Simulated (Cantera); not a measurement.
A closed system holds: 1 mol C2H6, 0.1 mol CO2, equilibrated at 1077 °C and 4600000 Pa.

These are equilibrium values from Cantera (NASA tables, ideal gas, pure condensed phases), not measurements of a reactor. Candidate condensed phases: C, C6H6, C7H8, C8H18, H2O; 110 gas species. The ideal-gas law is rough above about 30 bar. Equilibrium is a limit: real reactors are often held back by kinetics, nucleation or transport.

Base state: H2 0.770, CH4 0.157, CO 0.0600, H2O 0.0122, CO2 0.000483, C2H6 5.64e-5, C2H4 5.11e-5 (mole fractions); condensed: C(graphite).

### Question
What changes in the equilibrium state with this change: temperature from 1077 °C to 1852 °C?

### Answer
| species | before | after |
|---|---|---|
| H2 | 0.770 | 0.922 |
| CO | 0.0600 | 0.0631 |
| CH4 | 0.157 | 0.0122 |
| H2O | 0.0122 | 0.000197 |
| H | 3.08e-7 | 0.000514 |
| C2H2 (acetylene) | 9.54e-7 | 0.00155 |
| CO2 | 0.000483 | 2.67e-6 |
| C(graphite), mol | 1.50 | 1.85 |
